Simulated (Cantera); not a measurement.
Input: 1 mol BCl₃, 26 mol H₂, 0.14 mol N₂, at 0.0340 bar.

Method: chemical equilibrium by Gibbs-energy minimisation in Cantera with the NASA 1993 tables (ideal gas, pure condensed phases). Candidate condensed phases: B, BN, NH₄Cl; 21 gas species. N₂ is the only nitrogen source here; it is nearly inert below about 1500 K, so the nitride shown seldom forms there in practice. Mutual solubility and eutectic melting of coexisting phases are not modelled. Gases not in the tables: BHCl₂. Rates play no part.

**Question.** What share of the B ends up in condensed phases as a function of T (K), at 1100, 1150, 1200, 1250, 1300, 1350, 1400, 1450, 1500, 1550, 1600, 1650, 1700?

**Answer.** 
| T (K) | B condensed (%) | as |
|---|---|---|
| 1100 | 70.3 | B(s) + BN(s) |
| 1150 | 77.4 | B(s) + BN(s) |
| 1200 | 83.2 | B(s) + BN(s) |
| 1250 | 87.7 | B(s) + BN(s) |
| 1300 | 91.1 | B(s) + BN(s) |
| 1350 | 93.5 | B(s) + BN(s) |
| 1400 | 95.2 | B(s) + BN(s) |
| 1450 | 96.3 | B(s) + BN(s) |
| 1500 | 96.9 | B(s) + BN(s) |
| 1550 | 97.1 | B(s) + BN(s) |
| 1600 | 97.0 | B(s) + BN(s) |
| 1650 | 96.3 | B(s) + BN(s) |
| 1700 | 95.1 | B(s) + BN(s) |
